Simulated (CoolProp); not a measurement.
A simple Rankine cycle with methanol: condensing at 299.15 K, boiler at 0.554 MPa, turbine inlet 403 K, turbine efficiency 0.75, pump efficiency 0.8, no recuperator. Each further row changes one setting.

The numbers come from the reference Helmholtz-energy equation of state, de Reuck 1993 in CoolProp.

| case | thermal efficiency (%) | net work (kJ/kg) | heat in (kJ/kg) | turbine exit temperature (K) | volume ratio over the turbine |
|---|---|---|---|---|---|
| as stated | 15.7 | 204 | 1300 | 299.2 | 22.8 |
| turbine inlet 423 K | 15.9 | 213 | 1340 | 299.2 | 21.9 |
| condensing temperature 291.15 K | 17.1 | 224 | 1320 | 291.2 | 33.7 |
| boiler pressure 0.388 MPa | 14.3 | 188 | 1310 | 299.2 | 16.0 |
| turbine efficiency 0.65 | 13.6 | 176 | 1300 | 299.2 | 23.4 |

The expansion ends wet for: as stated; turbine inlet 423 K; condensing temperature 291.15 K; boiler pressure 0.388 MPa; turbine efficiency 0.65.
